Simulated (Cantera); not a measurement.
Feed: 1 mol Al, 7.7 mol F2, 0.28 mol N2, at 1250 K and 10.0 Torr.

Equilibrium computed with Cantera from the NASA thermochemical tables; the gas is ideal and each condensed phase is pure. Candidate condensed phases: Al, AlF3, AlN; 14 gas species. Equilibrium is a limit: real reactors are often held back by kinetics, nucleation or transport.

Problem. What is the equilibrium state?

Solution. 
```json
{
 "x(F)": "0.885",
 "x(AlF3)": "0.0738",
 "x(N2)": "0.0209",
 "x(F2)": "0.0203",
 "x(Al2F6)": "0.000424",
 "gas_amount": "13.40 mol",
 "log10 activity of Al(l) (absent)": "-44.88"
}
```
